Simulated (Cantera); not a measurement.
Feed: 1 mol C₂H₅OH, 1.9 mol H₂, 0.033 mol H₂O, at 1025 K and 0.0220 bar.

Equilibrium computed with Cantera from the NASA thermochemical tables; the gas is ideal and each condensed phase is pure. Candidate condensed phases: C, C₆H₆, C₇H₈, C₈H₁₈, H₂O; 110 gas species. Equilibrium is a limit: real reactors are often held back by kinetics, nucleation or transport.

Q: What is the equilibrium state?

A: 
- x(H₂): 0.826
- x(CO): 0.172
- x(CH₄): 0.00110
- x(H₂O): 0.000830
- x(CO₂): 0.000225
- n(C(graphite)): 0.967 mol
- gas amount: 5.953 mol
